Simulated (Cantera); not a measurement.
Cantera with NASA thermochemical tables; ideal gases at 1 bar, condensed phases pure. Values are per mole of reaction as written; species without (g) are pure solids or liquids, kept so even where they would boil at 1 bar.

AlF₃(g) + 2 N(g) ⇌ NF₃(g) + AlN, with ΔH° = -185.8 kJ and ΔS° = -302.5 J/K at 300 K.

Q: How far is the shortcut ΔG° ≈ ΔH°(300 K) − T·ΔS°(300 K) from the full temperature-dependent value at 1748, 1773, 1798, 1823, 1848, 1873, 1898, 1923, 1948, 1973, 1998 K?

A: 
```tsv
T (K)	shortcut (kJ)	full (kJ)	difference (kJ)	difference in log10 K
1748	343.0	348.4	-5.4	0.16
1773	350.5	355.9	-5.4	0.16
1798	358.1	363.4	-5.4	0.16
1823	365.6	371.0	-5.3	0.15
1848	373.2	378.5	-5.3	0.15
1873	380.8	386.0	-5.3	0.15
1898	388.3	393.5	-5.2	0.14
1923	395.9	401.1	-5.2	0.14
1948	403.4	408.6	-5.1	0.14
1973	411.0	416.1	-5.1	0.13
1998	418.6	423.6	-5.0	0.13
```
The shortcut ignores the heat-capacity change of the reaction.
